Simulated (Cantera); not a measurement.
**Ignition delay**

Mixture: 6.33 % CO, 6.96 % H₂, 5.00 % CH₄, 17.2 % O₂, 64.6 % N₂, at 0.540 bar, adiabatic and at constant pressure. Ignition delay is the time to a rise of 400 K.

Detailed kinetics in Cantera: GRI-Mech 3.0 (53 species, 325 reactions).

```csv
T0 (K),delay (ms)
1025,4.26
1100,1.92
1175,0.974
1250,0.542
1325,0.328
1400,0.215
1475,0.149
1550,0.108
1625,0.0808
1700,0.0619
```

- apparent activation energy between 1550 and 1700 K = 81 kJ/mol
